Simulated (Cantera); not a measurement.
## Low-pressure radical oxidation in H2/O2

An isothermal, constant-pressure homogeneous reactor starts with 13.9 % H2, 37.5 % O2, 48.7 % N2, at 1075 K and 10.00 Torr.

Computed with Cantera and GRI-Mech 3.0 (53 species, 325 reactions). Radical loss at walls, strong at low pressure, is not modelled. The temperature is held fixed by assumption; the heat of reaction is taken as removed at once.

```tsv
t (s)	x H2	x O2	x NO	x H2O	x N2O	x H	x H2O2
7.00e-6	0.139	0.375	<1e-12	<1e-12	<1e-12	2.34e-11	<1e-12
1.80e-5	0.139	0.375	<1e-12	<1e-12	<1e-12	5.92e-11	<1e-12
4.65e-5	0.139	0.375	<1e-12	6.62e-12	<1e-12	1.49e-10	<1e-12
0.000120	0.139	0.375	<1e-12	8.17e-11	<1e-12	4.01e-10	<1e-12
0.000309	0.139	0.375	<1e-12	9.90e-10	<1e-12	1.50e-9	<1e-12
0.000796	0.139	0.375	<1e-12	2.17e-8	<1e-12	1.72e-8	3.67e-12
0.00205	0.139	0.375	<1e-12	8.07e-6	<1e-12	5.65e-6	5.71e-11
0.00529	0.0145	0.314	1.25e-7	0.0935	6.04e-10	0.0579	1.57e-7
0.0136	0.00549	0.314	1.15e-6	0.120	2.26e-9	0.0326	1.38e-7
0.0352	0.00220	0.323	1.76e-6	0.140	3.47e-9	0.00712	2.02e-7
0.0906	0.000336	0.327	1.84e-6	0.148	5.31e-9	0.000386	2.11e-7
0.234	3.67e-5	0.328	1.84e-6	0.149	6.41e-9	1.38e-5	1.12e-7
0.602	5.45e-6	0.328	1.84e-6	0.149	6.86e-9	8.51e-7	4.47e-8
1.55	1.16e-6	0.328	1.84e-6	0.149	7.08e-9	9.00e-8	1.76e-8
4.00	3.16e-7	0.328	1.84e-6	0.149	7.21e-9	1.33e-8	7.04e-9
```
x: mole fraction; the columns are a selection and need not sum to one.

Equilibrium at this temperature and pressure: H2 1.59e-9, O2 0.328, NO 6.90e-5, H2O 0.149, N2O 4.98e-10, H 5.10e-12, H2O2 6.78e-11 (gas phase only).
